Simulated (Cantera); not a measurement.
Cantera run:

```python
import numpy as np
import cantera as ct

gas_names = [...]  # 136 gases of nasa_gas.yaml made of C, H, N, O
cond_names = """
    C(gr) C6H6(L) C7H8(L) C8H18(L),n-octa H2O(s) H2O(L)
""".split()


# ... load() reads the species with a 1 bar reference pressure and builds the phases ...
atoms = {
    'acetone': {'C': 3, 'H': 6, 'O': 1},
    'H2O': {'H': 2, 'O': 1},
    'N2': {'N': 2},
}
top_T = {'C(gr)': 4500}  # K; cautious upper limits of use, not melting points


# ... equilibrate(T, P, feed) seeds the gas with the atoms and calls Mixture.equilibrate('TP', solver="vcs", rtol=1e-11, max_steps=5000) ...
results = []
T = 823.15  # K
P = 1333.22  # Pa
for m in [1.5, 1.9, 2.5, 3.2, 4.1, 5.3, 6.9, 8.9, 11]:
    feed = {'acetone': 1, 'H2O': 0.066, 'N2': m}  # mol
    mix = equilibrate(T, P, feed)
    results.append((T, P, feed, dict(zip(mix.species_names, mix.species_moles))))

top = {s: max(r[3][s] / sum(r[3][g] for g in gas_names) for r in results) for s in gas_names}
cols = sorted((s for s in top if top[s] > 1e-05), key=lambda s: -top[s])[:8]
seen = [c for c in cond_names if any(r[3].get(c, 0) > 1e-12 for r in results)]
print("log10 of partial pressures in bar; condensed amounts in mol")
print(f"{'n(N2)':>10s}" + "".join(f"{s[:9]:>10s}" for s in cols + seen))
for T, P, feed, n in results:
    ng = sum(n[g] for g in gas_names)
    print(f"{feed['N2']:10.4g}" + "".join(f"{np.log10(max(n[s] / ng * P / 1e5, 1e-99)):10.3f}" for s in cols)
          + "".join(f"{n.get(c, 0):10.4g}" for c in seen))
```

Output:

```
log10 of partial pressures in bar; condensed amounts in mol
     n(N2)        N2        H2        CO       CO2       H2O       CH4     C(gr)
       1.5    -2.436    -2.142    -2.694    -3.710    -3.716    -4.316     2.073
       1.9    -2.364    -2.173    -2.719    -3.761    -3.772    -4.377     2.066
       2.5    -2.288    -2.215    -2.755    -3.831    -3.849    -4.460     2.058
       3.2    -2.226    -2.259    -2.793    -3.907    -3.931    -4.548     2.049
       4.1    -2.171    -2.309    -2.836    -3.994    -4.025    -4.649     2.039
       5.3    -2.120    -2.368    -2.888    -4.098    -4.136    -4.768     2.029
       6.9    -2.075    -2.436    -2.949    -4.219    -4.265    -4.904     2.018
       8.9    -2.038    -2.508    -3.014    -4.349    -4.402    -5.048     2.007
        11    -2.011    -2.573    -3.073    -4.467    -4.525    -5.177     1.999
```

Cantera equilibrium calculation (NASA polynomials, part measured and part estimated; ideal gas, pure solids and liquids). The feed counts by its element totals alone.
